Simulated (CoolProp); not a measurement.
Aqueous lithium chloride as a coolant, 20 % by mass, freezing at -43.9 °C, 1 atm.

Values from CoolProp's Melinder's fits for secondary coolants.

```csv
T (°C),density (kg/m³),viscosity (mPa s),conductivity (W/(m K)),Prandtl number
-17,1124,6.66,0.501,40.4
-10.6,1123,5.15,0.510,31.0
-4.3,1121,4.11,0.519,24.7
2,1120,3.36,0.528,20.1
8.3,1119,2.81,0.536,16.7
14.6,1117,2.39,0.545,14.2
20.9,1115,2.07,0.554,12.2
27.3,1113,1.81,0.562,10.6
33.6,1111,1.61,0.571,9.39
39.9,1109,1.43,0.579,8.35
```
